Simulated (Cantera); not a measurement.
Input: 1 mol SiO2, 3 mol MgO, 0.25 mol H2, equilibrated at 1900 K and 26.0 Pa.

Equilibrium computed with Cantera from the NASA thermochemical tables; the gas is ideal and each condensed phase is pure. Candidate condensed phases: H2O, Mg, MgO, Mg(OH)2, MgSiO3, Mg2SiO4, Si, SiO2; 24 gas species. Mutual solubility and eutectic melting of coexisting phases are not modelled. The tables' values for MgH are old estimates; treat these amounts as uncertain. Condensed phases not in the tables: alloys, solid solutions and most ternary compounds. Kinetics and transport are ignored.

Base state: H2 0.751, H2O 0.103, Mg 0.0947, H 0.0426, SiO 0.00855, OH 0.000479, MgOH 0.000141, O 2.04e-5 (mole fractions); condensed: MgO(s) + Mg2SiO4(s).

Q: What changes in the equilibrium state with this change: 0.0049 mol NH3 added?

A: 
| species | before | after |
|---|---|---|
| H2 | 0.751 | 0.744 |
| H2O | 0.103 | 0.102 |
| Mg | 0.0947 | 0.0942 |
| N2 | 0 | 0.00826 |
| H | 0.0426 | 0.0424 |
| SiO | 0.00855 | 0.00851 |
| MgH | 1.93e-5 | 1.91e-5 |
| MgOH | 0.000141 | 0.000140 |
| O | 2.04e-5 | 2.05e-5 |
| OH | 0.000479 | 0.000479 |
| MgO | 1.00e-5 | 1.00e-5 |
| MgO(s), mol | 0.978 | 0.977 |
| Mg2SiO4(s), mol | 0.998 | 0.997 |
Further candidate phases: Si2N2O, Si3N4.
